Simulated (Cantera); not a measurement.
An adiabatic, constant-pressure homogeneous reactor starts with H2 : O2 : N2 = 1 : 1.28 : 4.82 (molar parts), equivalence ratio 0.39, at 1100 K and 5.00 bar. Integrator tolerance rtol = 1e-08.

Detailed kinetics in Cantera: GRI-Mech 3.0 (53 species, 325 reactions). The hydrogen kinetics of GRI-Mech 3.0 are dated; newer H2 mechanisms differ, most at raised pressure.

Problem. What does this change do: constant volume in place of constant pressure?

Solution. 
```tsv
quantity	before	after
time of steepest temperature rise	0.646 ms	0.633 ms
temperature at 0.600 s	2088 K	2301 K
equilibrium temperature	2085 K	2301 K
x(H2) at 0.600 s	0.000109 (gas-phase equilibrium 0.000107)	0.000300 (gas-phase equilibrium 0.000300)
x(O2) at 0.600 s	0.115 (gas-phase equilibrium 0.114)	0.111 (gas-phase equilibrium 0.111)
x(NO) at 0.600 s	0.00552 (gas-phase equilibrium 0.00681)	0.0110 (gas-phase equilibrium 0.0110)
x(HO2) at 0.600 s	4.64e-6 (gas-phase equilibrium 4.57e-6)	1.09e-5 (gas-phase equilibrium 1.09e-5)
x(H2O) at 0.600 s	0.150 (gas-phase equilibrium 0.150)	0.149 (gas-phase equilibrium 0.149)
x(H2O2) at 0.600 s	2.79e-7 (gas-phase equilibrium 2.76e-7)	6.87e-7 (gas-phase equilibrium 6.87e-7)
x(OH) at 0.600 s	0.00218 (gas-phase equilibrium 0.00215)	0.00434 (gas-phase equilibrium 0.00434)
```

Problem. What does this change do: initial temperature 1100 to 1373 K?

Solution. 
```
quantity                                                              before                                      after
---------------------------------  -----------------------------------------  -----------------------------------------
time of steepest temperature rise                                   0.646 ms                                    5.18 µs
temperature at 0.600 s                                                2088 K                                     2309 K
equilibrium temperature                                               2085 K                                     2309 K
x(H2) at 0.600 s                   0.000109 (gas-phase equilibrium 0.000107)  0.000438 (gas-phase equilibrium 0.000438)
x(O2) at 0.600 s                         0.115 (gas-phase equilibrium 0.114)        0.111 (gas-phase equilibrium 0.111)
x(NO) at 0.600 s                     0.00552 (gas-phase equilibrium 0.00681)      0.0112 (gas-phase equilibrium 0.0112)
x(HO2) at 0.600 s                    4.64e-6 (gas-phase equilibrium 4.57e-6)    9.43e-6 (gas-phase equilibrium 9.43e-6)
x(H2O) at 0.600 s                        0.150 (gas-phase equilibrium 0.150)        0.148 (gas-phase equilibrium 0.148)
x(H2O2) at 0.600 s                   2.79e-7 (gas-phase equilibrium 2.76e-7)    4.99e-7 (gas-phase equilibrium 4.99e-7)
x(OH) at 0.600 s                     0.00218 (gas-phase equilibrium 0.00215)    0.00528 (gas-phase equilibrium 0.00528)
```
